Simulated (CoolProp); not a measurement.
A closed Brayton cycle with nitrogen: compressor inlet 310.15 K and 0.83 MPa, high pressure 2.72 MPa, turbine inlet 620 K, compressor efficiency 0.89, turbine efficiency 0.9, recuperator effectiveness 0.9 (on enthalpy, no pinch check). Each further row changes one setting.

Model: reference Helmholtz-energy equation of state, Span 2000, in CoolProp.

```json
[
 {"case": "as stated", "thermal efficiency (%)": "…", "net work (kJ/kg)": "21.7", "compressor to turbine work": "0.87", "compressor exit (K)": "450.9", "turbine exit (K)": "462.2"},
 {"case": "turbine inlet 570 K", "thermal efficiency (%)": "6.2", "net work (kJ/kg)": "7.84", "compressor to turbine work": "0.95", "compressor exit (K)": "450.9", "turbine exit (K)": "424.0"},
 {"case": "compressor inlet 320.15 K", "thermal efficiency (%)": "10.2", "net work (kJ/kg)": "…", "compressor to turbine work": "0.90", "compressor exit (K)": "465.3", "turbine exit (K)": "462.2"},
 {"case": "high pressure 2.31 MPa", "thermal efficiency (%)": "16.1", "net work (kJ/kg)": "…", "compressor to turbine work": "0.83", "compressor exit (K)": "…", "turbine exit (K)": "481.2"},
 {"case": "recuperator effectiveness 0.5", "thermal efficiency (%)": "12.3", "net work (kJ/kg)": "21.7", "compressor to turbine work": "0.87", "compressor exit (K)": "450.9", "turbine exit (K)": "462.2"}
]
```

Q: Complete the blanks.

A: 
- as stated, thermal efficiency (%): 12.7
- compressor inlet 320.15 K, net work (kJ/kg): 16.9
- high pressure 2.31 MPa, net work (kJ/kg): 25.0
- high pressure 2.31 MPa, compressor exit (K): 428.7
